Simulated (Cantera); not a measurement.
Ti(OiPr)₄ + C₃H₈ + H₂ (titanium nitride, carbide and oxide coatings)

Charge: 1 mol Ti(OiPr)₄, 1.8 mol C₃H₈, 7.2 mol H₂, equilibrated at 13300 Pa.

These are equilibrium values from Cantera (NASA tables, ideal gas, pure condensed phases), not measurements of a reactor. Candidate condensed phases: C, C₆H₆, C₇H₈, C₈H₁₈, H₂O, Ti, TiC, TiO, TiO₂, Ti₂O₃, Ti₃O₅, Ti₄O₇; 113 gas species. The feed counts by its element totals alone. TiC: taken at fixed stoichiometry. Condensed phases not in the tables: Magnéli phases beyond Ti₄O₇. The numbers say what is thermodynamically allowed, not how fast it happens.

From 1050 K to 1125 K the condensed part is C(graphite) + TiO₂(rutile). At 1200 K the condensed part is C(graphite) + Ti₄O₇(s). At 1275 K the condensed part is C(graphite) + Ti₃O₅(s). From 1350 K to 1725 K the condensed part is C(graphite) + TiC(s).

```
T (K)   x H₂    x CO     x CH₄     x H₂O  n C(graphite)  n TiO₂(rutile)  n Ti₄O₇(s)  n Ti₃O₅(s)  n TiC(s)
-----  -----  ------  --------  --------  -------------  --------------  ----------  ----------  --------
1050   0.927  0.0646   0.00656   0.00145           15.2            1.00           0           0         0
1125   0.931  0.0655   0.00333  0.000522           15.3            1.00           0           0         0
1200   0.925  0.0733   0.00180  0.000234           15.1               0       0.250           0         0
1275   0.923  0.0759   0.00105  0.000109           15.0               0           0       0.333         0
1350   0.876   0.123  0.000590   8.26e-5           12.4               0           0           0      1.00
1425   0.876   0.123  0.000386   4.38e-5           12.4               0           0           0      1.00
1500   0.876   0.123  0.000263   2.48e-5           12.4               0           0           0      1.00
1575   0.876   0.123  0.000186   1.48e-5           12.4               0           0           0      1.00
1650   0.876   0.123  0.000136   9.28e-6           12.4               0           0           0      1.00
1725   0.876   0.123  0.000102   6.06e-6           12.4               0           0           0      1.00
```
x: gas mole fraction; n: condensed amount in mol.
